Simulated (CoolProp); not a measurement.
Vapour-liquid equilibrium of dimethyl ether (1) + n-hexane (2) at 0.0818 bar; x and y are mole fractions of (1).

Model: multi-fluid Helmholtz-energy mixture model, Wu 2011 and Thol 2019; pair parameters Bell 2016, in CoolProp.

```
x     bubble temperature, mixture model (°C)  bubble temperature, Raoult's law (°C)  y, mixture model  y, Raoult's law
----  --------------------------------------  -------------------------------------  ----------------  ---------------
0.05                                   -28.6                                  -19.5             0.876            0.776
0.2                                    -54.0                                  -44.4             0.986            0.969
0.35                                   -61.3                                  -54.1             0.994            0.989
0.5                                    -64.6                                  -60.0             0.996            0.995
0.65                                   -66.4                                  -64.0             0.997            0.998
0.8                                    -68.0                                  -67.2             0.998            0.999
0.95                                   -69.7                                  -69.7             0.999            1.000
```

The largest gap from Raoult's law is -9.6 K in bubble temperature, at x = 0.2. No azeotrope shows between x = 0.05 and 0.95.

Pair parameters are fitted to limited data, so mixtures are less certain than the pure fluids.
